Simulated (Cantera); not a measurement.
An isothermal plug-flow reactor at 450 K and 280000 Pa (inlet), inlet velocity 0.086 m/s, active area per volume 9200 1/m; feed H₂ : O₂ : N₂ = 0.01 : 0.1 : 0.79 (molar parts), equivalence ratio 0.050.

Cantera simulation using Deutschmann's 1995 Pt surface mechanism with GRI-Mech 3.0 gas chemistry; the numbers are that mechanism's predictions, not measurements. Catalytic surfaces can have several steady states; this one follows from the mechanism file's or the stated starting coverage. Mass transfer to the wall is taken as infinitely fast.

Task: What does this change do: area per volume 9200 to 2500 1/m?

Result: 
```tsv
quantity	before	after
x(H₂) at z = 0.0036 m	7.82e-6	2.88e-5
x(O₂) at z = 0.0036 m	0.106	0.106
x(H₂O) at z = 0.0036 m	0.0112	0.0111
θ(O*) at the exit	0.995	0.991
θ(OH*) at the exit	0.00463	0.00885
```
